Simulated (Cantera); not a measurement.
A closed system holds: 1 mol PbO, 0.39 mol CO, 0.22 mol N₂, at 2.63 Torr.

Method: chemical equilibrium by Gibbs-energy minimisation in Cantera with the NASA 1993 tables (ideal gas, pure condensed phases). Candidate condensed phases: C, Pb, PbO, PbO₂, Pb₃O₄; 27 gas species. Each liquid is taken as pure. Mutual solubility and eutectic melting of coexisting phases are not modelled. Gases not in the tables: (PbO)n polymers. The numbers say what is thermodynamically allowed, not how fast it happens.

Which condensed phases are stable at each of these points (T (°C)): 727, 777, 827, 877, 927, 977, 1027, 1077, 1127, 1177, 1227?


```tsv
T (°C)	condensed phases	Pb condensed (%)
727	Pb(l) + PbO(yellow)	99.7
777	Pb(l) + PbO(yellow)	99.2
827	Pb(l) + PbO(yellow)	97.7
877	Pb(l) + PbO(yellow)	94.0
927	Pb(l) + PbO(l)	84.4
977	PbO(l)	55.5
1027	PbO(l)	46.2
1077	PbO(l)	18.5
1127	gas only	0.0
1177	gas only	0.0
1227	gas only	0.0
```

From 727 °C to 877 °C the condensed part is Pb(l) + PbO(yellow). At 927 °C the condensed part is Pb(l) + PbO(l). From 977 °C to 1077 °C the condensed part is PbO(l). From 1127 °C to 1227 °C nothing is condensed.
